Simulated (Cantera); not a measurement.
Charge: 1 mol CH₃F, 0.65 mol F₂, held at 10.0 Torr.

Equilibrium computed with Cantera from the NASA thermochemical tables; the gas is ideal and each condensed phase is pure. Candidate condensed phases: C, C₆H₆, C₇H₈, C₈H₁₈; 95 gas species. Rates play no part. All values below are at 3473 K.

Base state: H 0.376, HF 0.274, F 0.219, C 0.0516, C₃ 0.0390, CF 0.0164, C₂ 0.0155, H₂ 0.00612 (mole fractions); condensed: gas only.

Q: What changes in the equilibrium state with this change: pressure from 10.0 Torr to 0.0210 Torr?

A: 
| species | before | after |
|---|---|---|
| H | 0.376 | 0.476 |
| F | 0.219 | 0.364 |
| C | 0.0516 | 0.158 |
| HF | 0.274 | 0.00121 |
| C₃ | 0.0390 | 4.95e-6 |
| CF | 0.0164 | 0.000175 |
| C₂ | 0.0155 | 0.000306 |
| C₅ | 0.000192 | <1e-9 |
| C₄ | 0.000120 | <1e-9 |
| C₂H₂ (acetylene) | 9.72e-5 | <1e-9 |
| CF₂ | 0.000143 | 5.35e-9 |
| C₂H | 0.00183 | 9.59e-8 |
